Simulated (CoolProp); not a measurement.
Properties of propylene along the isotherm 398.4 K.

The numbers come from the reference Helmholtz-energy equation of state, Lemmon 2013 in CoolProp.

```json
[
 {"p (kPa)": "1040", "phase": "gas", "Joule-Thomson coefficient (K/MPa)": "7.894", "expansivity (1/kK)": "3.064", "viscosity (µPa s)": "11.7", "fugacity coefficient": "0.9417"},
 {"p (kPa)": "2070", "phase": "gas", "Joule-Thomson coefficient (K/MPa)": "8.379", "expansivity (1/kK)": "3.841", "viscosity (µPa s)": "12.3", "fugacity coefficient": "0.8855"},
 {"p (kPa)": "3110", "phase": "gas", "Joule-Thomson coefficient (K/MPa)": "8.921", "expansivity (1/kK)": "5.025", "viscosity (µPa s)": "13.1", "fugacity coefficient": "0.8301"},
 {"p (kPa)": "4140", "phase": "gas", "Joule-Thomson coefficient (K/MPa)": "9.475", "expansivity (1/kK)": "6.960", "viscosity (µPa s)": "14.5", "fugacity coefficient": "0.7764"},
 {"p (kPa)": "5180", "phase": "supercritical", "Joule-Thomson coefficient (K/MPa)": "9.886", "expansivity (1/kK)": "10.59", "viscosity (µPa s)": "16.5", "fugacity coefficient": "0.7229"},
 {"p (kPa)": "6210", "phase": "supercritical", "Joule-Thomson coefficient (K/MPa)": "9.525", "expansivity (1/kK)": "17.67", "viscosity (µPa s)": "20.1", "fugacity coefficient": "0.6703"},
 {"p (kPa)": "7250", "phase": "supercritical", "Joule-Thomson coefficient (K/MPa)": "7.305", "expansivity (1/kK)": "24.05", "viscosity (µPa s)": "26.4", "fugacity coefficient": "0.6183"},
 {"p (kPa)": "8280", "phase": "supercritical", "Joule-Thomson coefficient (K/MPa)": "4.642", "expansivity (1/kK)": "18.13", "viscosity (µPa s)": "33.6", "fugacity coefficient": "0.5714"},
 {"p (kPa)": "9320", "phase": "supercritical", "Joule-Thomson coefficient (K/MPa)": "3.087", "expansivity (1/kK)": "12.55", "viscosity (µPa s)": "39.1", "fugacity coefficient": "0.5313"},
 {"p (kPa)": "10400", "phase": "supercritical", "Joule-Thomson coefficient (K/MPa)": "2.207", "expansivity (1/kK)": "9.457", "viscosity (µPa s)": "43.3", "fugacity coefficient": "0.4970"},
 {"p (kPa)": "11400", "phase": "supercritical", "Joule-Thomson coefficient (K/MPa)": "1.705", "expansivity (1/kK)": "7.776", "viscosity (µPa s)": "46.5", "fugacity coefficient": "0.4707"}
]
```

Viscosity comes from a separate model (Huber 2003), an estimate that may be off by 10 % or more.
